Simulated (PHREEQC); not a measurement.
1 kg of water holding 2.8 mol/kgw KOH and 1.1 mol/kgw NaCl meets 20 L of dry gas (CO2 1 by moles) at fixed total pressure, at 5 atm; fugacities by Peng-Robinson. The gases take part in no redox reaction, some water evaporates into the gas, and hydrates or a liquid gas phase aren't modelled. No solid was allowed to form.

All values are PHREEQC results (Pitzer model, pitzer.dat), not measurements.

**Question.** Predict pH at T (°C) = 30, 50, 70.

**Answer.** 
```csv
T (°C),pH
30,7.21
50,7.38
70,7.57
```

Along this series the solution becomes supersaturated in solids that the run did not let form, among them Kalicinite, Nahcolite. In brines, pH and single-ion activities rest on the MacInnes convention. Away from 25 °C the constants follow the database's enthalpies or fits; those with neither stay at their 25 °C values.
